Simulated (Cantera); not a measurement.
Feed: 1 mol PbF2, 1.9 mol H2, at 2198.15 K and 0.360 Torr.

Method: chemical equilibrium by Gibbs-energy minimisation in Cantera with the NASA 1993 tables (ideal gas, pure condensed phases). Candidate condensed phases: Pb, PbF2; 16 gas species. Kinetics and transport are ignored.

Base state: HF 0.486, Pb 0.243, H2 0.167, H 0.104, F 0.000259, PbF 0.000140 (mole fractions); condensed: gas only.

**Question.** What changes in the equilibrium state with this change: pressure from 0.360 Torr to 1.28 Torr?

**Answer.** 
| species | before | after |
|---|---|---|
| HF | 0.486 | 0.497 |
| Pb | 0.243 | 0.249 |
| H2 | 0.167 | 0.194 |
| H | 0.104 | 0.0596 |
| F | 0.000259 | 0.000130 |
| PbF | 0.000140 | 0.000257 |

**Question.** What changes in the equilibrium state with this change: PbF2 replaced by BaF2?

**Answer.** 
| species | before | after |
|---|---|---|
| H2 | 0.167 | 0.411 |
| BaF2 | 0 | 0.167 |
| H | 0.104 | 0.163 |
| HF | 0.486 | 0.132 |
| Pb | 0.243 | 0 |
| BaF | 0 | 0.123 |
| Ba | 0 | 0.00443 |
| PbF | 0.000140 | 0 |
| F | 0.000259 | 4.47e-5 |
Further candidate phases: Ba, BaF2.
